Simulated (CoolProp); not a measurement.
Vapour-liquid equilibrium of n-heptane (1) + o-xylene (2) at 421.4 K; x and y are mole fractions of (1).

The numbers come from the multi-fluid Helmholtz-energy mixture model, Span 2003 and Zhou 2012; pair parameters Bell 2016 in CoolProp.

Give the bubble pressure and the first vapour's composition at x = 0.05, 0.65, 0.95. Is there an azeotrope?

x = 0.05: 129.3 kPa, y = 0.168; x = 0.65: 282.3 kPa, y = 0.829; x = 0.95: 348.2 kPa, y = 0.977. No azeotrope shows between x = 0.05 and 0.95.

Pair parameters are fitted to limited data, so mixtures are less certain than the pure fluids.
